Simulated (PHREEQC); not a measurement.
A PHREEQC input (ion-association model, phreeqc.dat):

```
SOLUTION 1
  temp 40
  units mg/L
  pH 8.79
  pe 0.3
  Na 1420
  K 0.284 charge
  Ca 779
  Mg 72.1
  Cl 3120
  S(6) 1180 as SO4
  Alkalinity 12.4 as HCO3
  Br 5.6
END
USE solution 1
EQUILIBRIUM_PHASES 1
  Quartz 0 0.5
  CO2(g) -3.4 10
END
```

The run finishes without an error or a warning.

Its last state differs from that of the intended input:

```json
[
 {"quantity": "ionic strength (mol/kgw)", "as run": "0.132", "intended": "0.129"},
 {"quantity": "KSO4- (mol/kgw)", "as run": "0.000138", "intended": "1.62e-7"},
 {"quantity": "SI of Gypsum (CaSO4:2H2O)", "as run": "-0.23", "intended": "-0.22"}
]
```

Problem. One thing in the input isn't as intended. What explains the difference?

Solution. Several could match; the one computed here: The fault: charge balance asked on the minor ion K. The line should read `K 0.284` where the input has `K 0.284 charge`.
